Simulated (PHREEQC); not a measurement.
A solution holds 0.29 mol CuCl2, 0.0011 mol HCl and 6.4e-05 mol FeCl3 per kg of water, at 63 °C. Closed to the air; pH follows from the charge balance.

Computed with PHREEQC (ion-association model, phreeqc.dat).

| quantity | before | after |
|---|---|---|
| pH | 3.06 | 4.27 |
| ionic strength (mol/kgw) | 0.518 | 0.519 |
| Cl- (mol/kgw) | 0.396 | 0.398 |
| CuCl+ (mol/kgw) | 0.152 | 0.151 |
| Cu+2 (mol/kgw) | 0.121 | 0.120 |
| CuCl2 (mol/kgw) | 0.0163 | 0.0163 |
| SI of Goethite (FeOOH) | +4.45 | +6.29 |
| SI of Hematite (Fe2O3) | +11.07 | +14.75 |

Problem. Which change was made?
A) diluted 2-fold with water
B) 0.0035 mol/kgw LiOH added
C) FeCl3 from 6.4e-05 to 5.76e-05 mol/kgw
D) FeCl3 from 6.4e-05 to 9.6e-05 mol/kgw
E) CuCl2 from 0.29 to 0.435 mol/kgw

Solution. B, 0.0035 mol/kgw LiOH added

No solid was allowed to form. Some of these states are supersaturated (in Hematite (slow to form), Goethite (slow to form), for instance). Away from 25 °C the constants follow the database's enthalpies or fits; those with neither stay at their 25 °C values.
